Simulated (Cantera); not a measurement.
Feed: 1 mol V2O3, 15 mol H2, 0.56 mol H2O, equilibrated at 1.00 bar.

Cantera equilibrium calculation (NASA polynomials, part measured and part estimated; ideal gas, pure solids and liquids). Candidate condensed phases: H2O, V, VO, V2O3, V2O4, V2O5; 12 gas species. Mutual solubility and eutectic melting of coexisting phases are not modelled. VO: taken at fixed stoichiometry. Condensed phases not in the tables: the oxides between V2O3 and V2O5 other than VO2. The numbers say what is thermodynamically allowed, not how fast it happens. All values below are at 2073 K.

Base state: H2 0.961, H2O 0.0361, H 0.00258, VO2 3.94e-5, OH 1.10e-5 (mole fractions); condensed: VO(l) + V2O3(s).

Problem. What changes in the equilibrium state with this change: V2O3 replaced by Ta2O5?

Solution. 
| species | before | after |
|---|---|---|
| H2 | 0.961 | 0.961 |
| H2O | 0.0361 | 0.0359 |
| H | 0.00258 | 0.00258 |
| VO2 | 3.94e-5 | 0 |
| OH | 1.10e-5 | 1.10e-5 |
| VO(l), mol | 0.00625 | 0 |
| V2O3(s), mol | 0.997 | 0 |
| Ta2O5(l), mol | 0 | 1.000 |
Further candidate phases: Ta, Ta2O5.
